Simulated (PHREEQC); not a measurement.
Solution (25 °C): 0.025 mol/kgw HCl, 0.17 mol/kgw CuSO4 and 0.02 mol/kgw Fe2(SO4)3. Closed to the air; pH follows from the charge balance.

The numbers come from PHREEQC with the ion-association model, wateq4f.dat.

Each row changes one thing in this solution. This is a speciation only: nothing precipitates in the calculation.

```tsv
case	pH	ionic strength (mol/kgw)	SO4-2 (mol/kgw)	FeSO4+ (mol/kgw)	Cl- (mol/kgw)	HSO4- (mol/kgw)	SI of Fe(OH)3(a) (Fe(OH)3)	SI of Goethite (FeOOH)
as made	2.21	0.391	0.0829	0.0268	0.0233	0.0164	-2.31	+3.59
HCl replaced by NaCl at the same molality	2.95	0.418	0.0943	0.0241	(withheld)	0.00331	-0.17	+5.72
CuSO4 from 0.17 to 0.034 mol/kgw	2.00	(withheld)	0.0268	0.0299	0.0241	0.0113	-2.52	+3.37
CuSO4 left out	1.89	0.0838	0.0125	0.0308	0.0243	0.00791	-2.58	+3.31
HCl replaced by NiCl2 at the same molality	2.93	0.441	0.0900	0.0244	0.0464	0.00329	-0.21	+5.68
```

Problem. Some entries are withheld; supply them.

Solution. 
- HCl replaced by NaCl at the same molality, Cl- (mol/kgw): 0.0235
- CuSO4 from 0.17 to 0.034 mol/kgw, ionic strength (mol/kgw): 0.150

Complexes and solids missing from the database can't appear. Some of these states are supersaturated (in Hematite (slow to form), Goethite (slow to form), Jarosite-Na, for instance).
